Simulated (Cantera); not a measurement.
Charge: 1 mol BN, 5 mol H2, at 2423 K and 0.000300 bar.

These are equilibrium values from Cantera (NASA tables, ideal gas, pure condensed phases), not measurements of a reactor. Candidate condensed phases: B, BN; 15 gas species. The tables' values for BH2 are old estimates; treat these amounts as uncertain. Rates play no part.

Base state: H 0.547, H2 0.285, B 0.110, N2 0.0559, BH2 0.000742, BH 0.000647, BN 0.000198, B2 1.26e-5 (mole fractions); condensed: gas only.

Task: What changes in the equilibrium state with this change: temperature from 2423 K to 1950 K?

Result: 
```tsv
species	before	after
H2	0.285	0.850
N2	0.0559	0.0881
H	0.547	0.0610
B	0.110	0.000189
BH2	0.000742	0.000296
B2	1.26e-5	1.29e-9
BN	0.000198	1.22e-6
B(s), mol	0	0.997
```
